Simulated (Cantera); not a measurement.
## SiH4 + NH3 + N2 (silicon nitride deposition)

Input: 1 mol SiH4, 3.3 mol NH3, 35 mol N2, at 1775 K.

Equilibrium computed with Cantera from the NASA thermochemical tables; the gas is ideal and each condensed phase is pure. Candidate condensed phases: Si, Si3N4; 18 gas species. The tables' values for SiN are old estimates; treat these amounts as uncertain. Kinetics and transport are ignored.

At 5.00 Pa nothing is condensed. From 15.0 Pa to 4.10 mbar the condensed part is Si(l). From 12.0 mbar to 1.00 bar the condensed part is Si3N4(s). The main Si-bearing gas is Si at 5.00 Pa and SiH2 at 1.00 bar.

```
P (Pa)   x N2   x H2      x Si       x H    x Si2N    x SiH     x Si2  n Si(l)  n Si3N4(s)
------  -----  -----  --------  --------  --------  -------  --------  -------  ----------
5       0.815  0.147    0.0219    0.0157   5.48e-5  7.27e-5   6.09e-5        0           0
15      0.824  0.152    0.0146   0.00920  0.000128  8.57e-5   8.19e-5    0.321           0
45      0.834  0.155   0.00488   0.00538   7.46e-5  5.01e-5   2.73e-5    0.772           0
140     0.838  0.157   0.00157   0.00307   4.24e-5  2.86e-5   8.78e-6    0.924           0
410     0.839  0.158  0.000535   0.00180   2.48e-5  1.67e-5   3.00e-6    0.973           0
1200    0.838  0.161  0.000127   0.00106   6.99e-6  6.86e-6   4.94e-7        0       0.331
3700    0.838  0.162   1.95e-5  0.000605   8.86e-7  1.85e-6   3.57e-8        0       0.333
11000   0.838  0.162   3.16e-6  0.000351   1.20e-7  5.18e-7   2.81e-9        0       0.333
33000   0.838  0.162   5.07e-7  0.000203   1.60e-8  1.44e-7  2.16e-10        0       0.333
100000  0.838  0.162   7.99e-8  0.000116   2.10e-9  3.94e-8  1.63e-11        0       0.333
```
x: gas mole fraction; n: condensed amount in mol.
